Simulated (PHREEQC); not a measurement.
## Silver or lead bath: speciation

Consider water at 25 °C with 0.0039 mol Pb(NO3)2 and 4.4e-05 mol Na2SO4 per kg of water. Closed to the air; pH follows from the charge balance.

Equilibrium calculation in PHREEQC: ion-association model, wateq4f.dat.

```json
{
 "pH": "5.14",
 "ionic_strength": "0.0112 mol/kgw"
}
```

| species | molality | activity | log γ |
|---|---|---|---|
| NO3- | 0.00754 | 0.00674 | -0.049 |
| Pb+2 | 0.00361 | 0.00234 | -0.189 |
| PbNO3+ | 0.000260 | 0.000233 | -0.047 |
| Na+ | 8.80e-5 | 7.90e-5 | -0.047 |
| SO4-2 | 2.37e-5 | 1.55e-5 | -0.185 |
| PbSO4 | 2.03e-5 | 2.04e-5 | 0.001 |

This is a speciation only: nothing precipitates in the calculation. Examples of supersaturated solids here: Larnakite, Anglesite. Others may be too.
